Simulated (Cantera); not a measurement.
**Dilute partial oxidation**

An isothermal, constant-pressure homogeneous reactor starts with 1.37 % CH4, 0.686 % O2, 97.9 % N2, at 1073 K and 240000 Pa.

Computed with Cantera and GRI-Mech 3.0 (53 species, 325 reactions).

```json
[
 {"t (s)": "0.000700", "x CH4": "0.0137", "x O2": "0.00686", "x NO": "<1e-12", "x O": "<1e-12", "x HCN": "<1e-12"},
 {"t (s)": "0.00309", "x CH4": "0.0137", "x O2": "0.00686", "x NO": "<1e-12", "x O": "<1e-12", "x HCN": "<1e-12"},
 {"t (s)": "0.0136", "x CH4": "0.0137", "x O2": "0.00686", "x NO": "<1e-12", "x O": "<1e-12", "x HCN": "<1e-12"},
 {"t (s)": "0.0600", "x CH4": "0.0137", "x O2": "0.00686", "x NO": "<1e-12", "x O": "1.65e-12", "x HCN": "<1e-12"},
 {"t (s)": "0.265", "x CH4": "0.0137", "x O2": "0.00686", "x NO": "<1e-12", "x O": "1.92e-12", "x HCN": "<1e-12"},
 {"t (s)": "1.17", "x CH4": "0.0137", "x O2": "0.00685", "x NO": "<1e-12", "x O": "2.97e-12", "x HCN": "<1e-12"},
 {"t (s)": "5.14", "x CH4": "0.0136", "x O2": "0.00680", "x NO": "<1e-12", "x O": "1.06e-11", "x HCN": "<1e-12"},
 {"t (s)": "22.7", "x CH4": "0.0102", "x O2": "0.00391", "x NO": "3.72e-12", "x O": "4.55e-10", "x HCN": "<1e-12"},
 {"t (s)": "100", "x CH4": "0.00717", "x O2": "1.47e-5", "x NO": "2.33e-11", "x O": "<1e-12", "x HCN": "4.33e-12"}
]
```
x: mole fraction; the columns are a selection and need not sum to one.

Equilibrium at this temperature and pressure: CH4 0.000111, O2 <1e-12, NO <1e-12, O <1e-12, HCN 5.70e-6 (gas phase only).
